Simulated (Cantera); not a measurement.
A closed system holds: 1 mol V₂O₃, 5.7 mol H₂, 2.6 mol H₂O, held at 45.0 Pa.

Cantera equilibrium calculation (NASA polynomials, part measured and part estimated; ideal gas, pure solids and liquids). Candidate condensed phases: H₂O, V, VO, V₂O₃, V₂O₄, V₂O₅; 12 gas species. Condensed phases not in the tables: the oxides between V₂O₃ and V₂O₅ other than VO₂. Equilibrium is a limit: real reactors are often held back by kinetics, nucleation or transport.

log p: log10 of the partial pressure in bar; n: condensed amount in mol.

```json
[
 {"T (K)": "750", "log p H₂": "-3.51", "log p H₂O": "-3.85", "log p VO₂": "<-15", "log p H": "-14.25", "n V₂O₃(s)": "1.00"},
 {"T (K)": "900", "log p H₂": "-3.51", "log p H₂O": "-3.85", "log p VO₂": "<-15", "log p H": "-11.69", "n V₂O₃(s)": "1.00"},
 {"T (K)": "1050", "log p H₂": "-3.51", "log p H₂O": "-3.85", "log p VO₂": "<-15", "log p H": "(withheld)", "n V₂O₃(s)": "1.00"},
 {"T (K)": "1200", "log p H₂": "-3.51", "log p H₂O": "-3.85", "log p VO₂": "-12.54", "log p H": "-8.46", "n V₂O₃(s)": "1.00"},
 {"T (K)": "1350", "log p H₂": "-3.51", "log p H₂O": "-3.85", "log p VO₂": "-10.21", "log p H": "-7.38", "n V₂O₃(s)": "1.000"},
 {"T (K)": "1500", "log p H₂": "-3.51", "log p H₂O": "-3.85", "log p VO₂": "-8.36", "log p H": "-6.51", "n V₂O₃(s)": "1.000"},
 {"T (K)": "1650", "log p H₂": "-3.51", "log p H₂O": "-3.85", "log p VO₂": "-6.87", "log p H": "-5.80", "n V₂O₃(s)": "0.999"},
 {"T (K)": "1800", "log p H₂": "-3.52", "log p H₂O": "-3.86", "log p VO₂": "-5.63", "log p H": "-5.21", "n V₂O₃(s)": "0.978"},
 {"T (K)": "1950", "log p H₂": "-3.54", "log p H₂O": "(withheld)", "log p VO₂": "(withheld)", "log p H": "(withheld)", "n V₂O₃(s)": "(withheld)"},
 {"T (K)": "2100", "log p H₂": "-3.60", "log p H₂O": "-4.18", "log p VO₂": "-4.09", "log p H": "-4.31", "n V₂O₃(s)": "0"}
]
```

Problem. What belongs in the gaps?

Solution. 
- 1950, log p H₂O: -3.93
- 1950, log p VO₂: -4.62
- 1950, log p H: -4.71
- 1950, n V₂O₃(s): 0.756
- 1050, log p H: -9.85
